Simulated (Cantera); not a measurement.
Cantera run:

```python
import numpy as np
import cantera as ct

gas_names = """
    CL CLO CL2 Mg MgCL MgCL2 MgN MgO Mg2 N NO NO2 NO3 N2 N2O O O2 O3
""".split()
cond_names = """
    Mg(cr) Mg(L) MgCL2(s) MgCL2(L) MgO(s) MgO(L)
""".split()


# ... load() reads the species with a 1 bar reference pressure and builds the phases ...
atoms = {
    'MgO': {'Mg': 1, 'O': 1},
    'Cl2': {'CL': 2},
    'N2': {'N': 2},
}
top_T = {}  # K; cautious upper limits of use, not melting points


# ... equilibrate(T, P, feed) seeds the gas with the atoms and calls Mixture.equilibrate('TP', solver="vcs", rtol=1e-11, max_steps=5000) ...
results = []
T = 1550  # K
P = 3600  # Pa
for m in [0.26, 0.34, 0.46, 0.61, 0.82, 1.1, 1.5, 1.9, 2.6]:
    feed = {'MgO': 1, 'Cl2': 0.044, 'N2': m}  # mol
    mix = equilibrate(T, P, feed)
    results.append((T, P, feed, dict(zip(mix.species_names, mix.species_moles))))

top = {s: max(r[3][s] / sum(r[3][g] for g in gas_names) for r in results) for s in gas_names}
cols = sorted((s for s in top if top[s] > 0.001), key=lambda s: -top[s])[:9]
seen = [c for c in cond_names if any(r[3].get(c, 0) > 1e-12 for r in results)]
print("log10 of partial pressures in bar; condensed amounts in mol")
print(f"{'n(N2)':>10s}" + "".join(f"{s[:9]:>10s}" for s in cols + seen))
for T, P, feed, n in results:
    ng = sum(n[g] for g in gas_names)
    print(f"{feed['N2']:10.4g}" + "".join(f"{np.log10(max(n[s] / ng * P / 1e5, 1e-99)):10.3f}" for s in cols)
          + "".join(f"{n.get(c, 0):10.4g}" for c in seen))
```

Result:

```
log10 of partial pressures in bar; condensed amounts in mol
     n(N2)        N2     MgCL2        CL        O2       CL2    MgO(s)
      0.26    -1.545    -2.460    -2.753    -2.764    -3.321    0.9684
      0.34    -1.523    -2.555    -2.824    -2.860    -3.465    0.9684
      0.46    -1.504    -2.668    -2.909    -2.974    -3.635    0.9685
      0.61    -1.491    -2.779    -2.992    -3.085    -3.801    0.9686
      0.82    -1.479    -2.899    -3.083    -3.206    -3.982    0.9688
       1.1    -1.471    -3.022    -3.175    -3.330    -4.166    0.9691
       1.5    -1.464    -3.155    -3.275    -3.464    -4.367    0.9695
       1.9    -1.460    -3.258    -3.353    -3.569    -4.522    0.9698
       2.6    -1.456    -3.398    -3.458    -3.710    -4.732    0.9703
```

These are equilibrium values from Cantera (NASA tables, ideal gas, pure condensed phases), not measurements of a reactor.
